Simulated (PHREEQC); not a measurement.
MgCl2 is added in steps, without added water, to 1 kg of water holding 53 mmol/kgw HBr, 1.1 mmol/kgw ZnSO4 and 9.1 mmol/kgw KCl, at 25 °C. Oxygen is held at 0.21 atm. No CO2 enters from the air. Only these solids could form: Sylvite, Zn(OH)2(e).

Base run: PHREEQC, ion-association model, phreeqc.dat. Each further column changes one thing. The table gives MgSO4 (mol/kgw).

| MgCl2 added (mol) | base | database wateq4f.dat | Debye-Hückel limiting law | Davies equation for every ion |
|---|---|---|---|---|
| 0 | 0 | 0 | 0 | 0 |
| 0.004417 | 5.69e-5 | 5.67e-5 | 3.29e-5 | 5.43e-5 |
| 0.008833 | 0.000103 | 0.000102 | 5.54e-5 | 9.78e-5 |
| 0.01325 | 0.000140 | 0.000140 | 7.09e-5 | 0.000134 |
| 0.01767 | 0.000173 | 0.000172 | 8.16e-5 | 0.000165 |
| 0.02208 | 0.000200 | 0.000199 | 8.88e-5 | 0.000192 |
| 0.0265 | 0.000225 | 0.000223 | 9.34e-5 | 0.000216 |
| 0.03092 | 0.000247 | 0.000245 | 9.61e-5 | 0.000238 |
| 0.03533 | 0.000267 | 0.000264 | 9.73e-5 | 0.000257 |
| 0.03975 | 0.000285 | 0.000282 | 9.74e-5 | 0.000276 |
| 0.04417 | 0.000301 | 0.000298 | 9.66e-5 | 0.000293 |
| 0.04858 | 0.000316 | 0.000313 | 9.52e-5 | 0.000309 |
| 0.053 | 0.000330 | 0.000326 | 9.33e-5 | 0.000324 |

 phreeqc.dat and wateq4f.dat share most of their constants, so their agreement is no independent check. Solids allowed in the column 'database wateq4f.dat': Brucite, Zn(OH)2-e, Zn4(OH)6SO4, Zn5(OH)8Cl2, Epsomite, Goslarite.
